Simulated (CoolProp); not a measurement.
Vapour-liquid equilibrium of R22 (1) + dimethyl ether (2) at -19.95 °C; x and y are mole fractions of (1).

Values from CoolProp's multi-fluid Helmholtz-energy mixture model, Kamei 1995 and Wu 2011; pair parameters Bell 2016.

| x | bubble pressure, mixture model (MPa) | bubble pressure, Raoult's law (MPa) | y, mixture model | y, Raoult's law |
|---|---|---|---|---|
| 0.05 | 0.1228 | 0.1305 | 0.039 | 0.094 |
| 0.2 | 0.1191 | 0.1487 | 0.187 | 0.331 |
| 0.35 | 0.1202 | 0.1669 | 0.390 | 0.515 |
| 0.5 | 0.1306 | 0.1851 | 0.624 | 0.664 |
| 0.65 | 0.1544 | 0.2033 | 0.822 | 0.786 |
| 0.8 | 0.1915 | 0.2215 | 0.941 | 0.888 |
| 0.95 | 0.2333 | 0.2397 | 0.992 | 0.974 |

The largest gap from Raoult's law is -29.4 % in bubble pressure, at x = 0.5. y crosses x between x = 0.2 and 0.35: the model has an azeotrope there.

Pair parameters are fitted to limited data, so mixtures are less certain than the pure fluids.
